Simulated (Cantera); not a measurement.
Input (Python, Cantera) and output of one run.

```python
import numpy as np
import cantera as ct

gas_names = """
    C CN CO COS CO2 CS CS2 C2 CCN CNC C2N2 C2O C3 C3O2 C4 C4N2 C5 N NCO NO NO2 NO3 N2 N2O O O2 O3 S SN
    SO SO2 SO3 S2 S2O S8
""".split()
cond_names = """
    C(gr) S(cr1) S(cr2) S(L)
""".split()


# ... load() reads the species with a 1 bar reference pressure and builds the phases ...
atoms = {
    'CS2': {'C': 1, 'S': 2},
    'O2': {'O': 2},
    'N2': {'N': 2},
}
top_T = {'C(gr)': 4500}  # K; cautious upper limits of use, not melting points


# ... equilibrate(T, P, feed) seeds the gas with the atoms and calls Mixture.equilibrate('TP', solver="vcs", rtol=1e-11, max_steps=5000) ...
results = []
T = 2648.15  # K
P = 710  # Pa
for m in [0.047, 0.079, 0.13, 0.22, 0.36, 0.6, 0.99]:
    feed = {'CS2': 1, 'O2': m, 'N2': 0.25}  # mol
    mix = equilibrate(T, P, feed)
    results.append((T, P, feed, dict(zip(mix.species_names, mix.species_moles))))

top = {s: max(r[3][s] / sum(r[3][g] for g in gas_names) for r in results) for s in gas_names}
cols = sorted((s for s in top if top[s] > 0.001), key=lambda s: -top[s])[:5]
seen = [c for c in cond_names if any(r[3].get(c, 0) > 1e-12 for r in results)]
print("log10 of partial pressures in bar; condensed amounts in mol")
print(f"{'n(O2)':>10s}" + "".join(f"{s[:9]:>10s}" for s in cols + seen))
for T, P, feed, n in results:
    ng = sum(n[g] for g in gas_names)
    print(f"{feed['O2']:10.4g}" + "".join(f"{np.log10(max(n[s] / ng * P / 1e5, 1e-99)):10.3f}" for s in cols)
          + "".join(f"{n.get(c, 0):10.4g}" for c in seen))
```

Result:

```
log10 of partial pressures in bar; condensed amounts in mol
     n(O2)        CS         S        CO        SO        S2
     0.047    -2.530    -2.672    -3.496    -9.021    -3.137
     0.079    -2.573    -2.660    -3.281    -8.740    -3.114
      0.13    -2.645    -2.644    -3.080    -8.434    -3.082
      0.22    -2.793    -2.619    -2.878    -8.034    -3.032
      0.36    -3.133    -2.589    -2.701    -7.457    -2.971
       0.6    -7.152    -2.600    -2.606    -3.366    -2.995
      0.99    -8.032    -2.747    -2.648    -2.821    -3.287
```

These are equilibrium values from Cantera (NASA tables, ideal gas, pure condensed phases), not measurements of a reactor.
